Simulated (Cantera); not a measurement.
A Cantera script and what it prints.

```python
import numpy as np
import cantera as ct

gas_names = """
    AL ALCL ALCL2 ALCL3 ALH AL2 AL2CL6 CL CL2 H HCL H2
""".split()
cond_names = """
    AL(cr) AL(L) ALCL3(s) ALCL3(L)
""".split()


# ... load() reads the species with a 1 bar reference pressure and builds the phases ...
atoms = {
    'Al': {'AL': 1},
    'Cl2': {'CL': 2},
    'H2': {'H': 2},
}
top_T = {}  # K; cautious upper limits of use, not melting points


# ... equilibrate(T, P, feed) seeds the gas with the atoms and calls Mixture.equilibrate('TP', solver="vcs", rtol=1e-11, max_steps=5000) ...
results = []
T = 1298  # K
P = 48  # Pa
for m in [2.2, 4.5, 6.7, 9, 11, 14, 16, 18, 20, 23, 25, 27]:
    feed = {'Al': 1, 'Cl2': 2.2, 'H2': m}  # mol
    mix = equilibrate(T, P, feed)
    results.append((T, P, feed, dict(zip(mix.species_names, mix.species_moles))))

top = {s: max(r[3][s] / sum(r[3][g] for g in gas_names) for r in results) for s in gas_names}
cols = sorted((s for s in top if top[s] > 0.001), key=lambda s: -top[s])[:5]
seen = [c for c in cond_names if any(r[3].get(c, 0) > 1e-12 for r in results)]
print("log10 of partial pressures in bar; condensed amounts in mol")
print(f"{'n(H2)':>10s}" + "".join(f"{s[:9]:>10s}" for s in cols + seen))
for T, P, feed, n in results:
    ng = sum(n[g] for g in gas_names)
    print(f"{feed['H2']:10.4g}" + "".join(f"{np.log10(max(n[s] / ng * P / 1e5, 1e-99)):10.3f}" for s in cols)
          + "".join(f"{n.get(c, 0):10.4g}" for c in seen))
```

Result:

```
log10 of partial pressures in bar; condensed amounts in mol
     n(H2)        H2       HCL     ALCL3      ALCL     ALCL2
       2.2    -3.738    -3.759    -3.918    -6.402    -5.797
       4.5    -3.536    -3.952    -4.129    -6.026    -5.715
       6.7    -3.470    -4.074    -4.272    -5.858    -5.702
         9    -3.435    -4.168    -4.389    -5.752    -5.707
        11    -3.416    -4.232    -4.474    -5.689    -5.718
        14    -3.397    -4.309    -4.582    -5.625    -5.741
        16    -3.389    -4.351    -4.645    -5.595    -5.757
        18    -3.382    -4.388    -4.703    -5.572    -5.775
        20    -3.377    -4.421    -4.756    -5.554    -5.792
        23    -3.370    -4.464    -4.828    -5.535    -5.819
        25    -3.367    -4.489    -4.873    -5.525    -5.836
        27    -3.364    -4.513    -4.915    -5.518    -5.853
```

Method: chemical equilibrium by Gibbs-energy minimisation in Cantera with the NASA 1993 tables (ideal gas, pure condensed phases). The tables' values for AlCl2 are old estimates; treat these amounts as uncertain.
